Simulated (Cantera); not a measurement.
Input: 1 mol Si₃N₄, 0.02 mol H₂, at 1523.15 K and 520 Pa.

Equilibrium computed with Cantera from the NASA thermochemical tables; the gas is ideal and each condensed phase is pure. Candidate condensed phases: Si, Si₃N₄; 18 gas species. Mutual solubility and eutectic melting of coexisting phases are not modelled. The numbers say what is thermodynamically allowed, not how fast it happens.

Base state: H₂ 0.985, N₂ 0.0143, H 0.000319 (mole fractions); condensed: Si(s) + Si₃N₄(s).

Question: What changes in the equilibrium state with this change: temperature from 1523.15 K to 2100 K?

Answer: 
```tsv
species	before	after
N₂	0.0143	0.962
Si	3.48e-6	0.0257
H₂	0.985	0.00768
Si₃	<1e-9	6.83e-5
Si₂	5.23e-9	0.000334
SiN	3.49e-8	0.000376
Si(s), mol	0.000434	0
Si₃N₄(s), mol	1.000	0
Si(l), mol	0	2.94
```
The tables' values for SiN are old estimates; treat these amounts as uncertain.

Question: What changes in the equilibrium state with this change: pressure from 520 Pa to 1330 Pa?

Answer: 
```json
[
 {"species": "H₂", "before": "0.985", "after": "0.994"},
 {"species": "N₂", "before": "0.0143", "after": "0.00557"},
 {"species": "H", "before": "0.000319", "after": "0.000200"},
 {"species": "Si(s), mol", "before": "0.000434", "after": "0"},
 {"species": "Si₃N₄(s), mol", "before": "1.000", "after": "1.000"}
]
```
